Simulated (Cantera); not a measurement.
A Cantera script and its output.

```python
import numpy as np
import cantera as ct

gas = ct.Solution("gri30.yaml")
gas.TPX = 1625, 500000, {'CH4': 1, 'CO2': 2.5}
reactor = ct.IdealGasConstPressureReactor(gas, energy="off", clone=False)
net = ct.ReactorNet([reactor])
net.rtol, net.atol = 1e-08, 1e-18
show = ['CH4', 'CO2', 'H2O', 'CO', 'H2', 'CH2']
times = np.geomspace(0.0005, 9, 15)

steps = ct.SolutionArray(gas, extra=["t"])
rows = []
print(f"{'t/s':>10s}{'T/K':>9s}{'P/Pa':>11s}" + "".join(f"{s:>11s}" for s in show))
for t in times:
    while net.time < t:
        t_next = net.step()
        steps.append(gas.state, t=t_next)
    rows.append([np.interp(t, steps.t, y) for y in (steps.T, steps.P, *steps(*show).X.T)])
    print(f"{t:10.3e}{rows[-1][0]:9.1f}{rows[-1][1]:11.4g}" + "".join(f"{x:11.3e}" for x in rows[-1][2:]))
rate = np.gradient(steps.T, steps.t)
print("integrator steps:", len(steps.t))
if steps.T.max() > steps.T[0] + 200:
    print(f"time of steepest temperature rise: {steps.t[rate.argmax()]:.4e} s")
gas.TPX = 1625, 500000, {'CH4': 1, 'CO2': 2.5}
gas.equilibrate("TP")
print(f"equilibrium (TP): T = {gas.T:.1f} K  " + "  ".join(f"{s} {gas[s].X[0]:.3e}" for s in show))
```

It prints:

```
       t/s      T/K       P/Pa        CH4        CO2        H2O         CO         H2        CH2
 5.000e-04   1625.0      5e+05  2.776e-01  7.123e-01  3.014e-04  3.791e-04  5.475e-03  1.971e-08
 1.007e-03   1625.0      5e+05  2.676e-01  7.077e-01  1.122e-03  1.364e-03  1.410e-02  2.323e-08
 2.027e-03   1625.0      5e+05  2.488e-01  6.951e-01  4.161e-03  4.750e-03  3.169e-02  2.014e-08
 4.081e-03   1625.0      5e+05  2.196e-01  6.681e-01  1.363e-02  1.482e-02  5.731e-02  1.643e-08
 8.218e-03   1625.0      5e+05  1.793e-01  6.186e-01  3.844e-02  4.079e-02  8.134e-02  1.555e-08
 1.655e-02   1625.0      5e+05  1.288e-01  5.357e-01  9.020e-02  9.547e-02  8.974e-02  1.879e-08
 3.332e-02   1625.0      5e+05  7.499e-02  4.229e-01  1.651e-01  1.798e-01  7.926e-02  2.784e-08
 6.708e-02   1625.0      5e+05  3.612e-02  3.252e-01  2.175e-01  2.621e-01  7.521e-02  3.456e-08
 1.351e-01   1625.0      5e+05  2.262e-02  2.677e-01  2.211e-01  3.252e-01  9.245e-02  2.586e-08
 2.720e-01   1625.0      5e+05  1.974e-02  2.233e-01  2.059e-01  3.843e-01  1.175e-01  1.445e-08
 5.476e-01   1625.0      5e+05  1.704e-02  1.838e-01  1.874e-01  4.378e-01  1.457e-01  7.035e-09
 1.103e+00   1625.0      5e+05  1.278e-02  1.530e-01  1.707e-01  4.786e-01  1.728e-01  2.996e-09
 2.220e+00   1625.0      5e+05  7.391e-03  1.332e-01  1.593e-01  5.030e-01  1.939e-01  1.059e-09
 4.470e+00   1625.0      5e+05  2.718e-03  1.237e-01  1.542e-01  5.131e-01  2.059e-01  2.752e-10
 9.000e+00   1625.0      5e+05  4.597e-04  1.207e-01  1.528e-01  5.158e-01  2.102e-01  3.987e-11
integrator steps: 2203
equilibrium (TP): T = 1625.0 K  CH4 8.558e-07  CO2 1.201e-01  H2O 1.526e-01  CO 5.162e-01  H2 2.110e-01  CH2 7.962e-14
```

Model: GRI-Mech 3.0 (53 species, 325 reactions), integrated in Cantera.
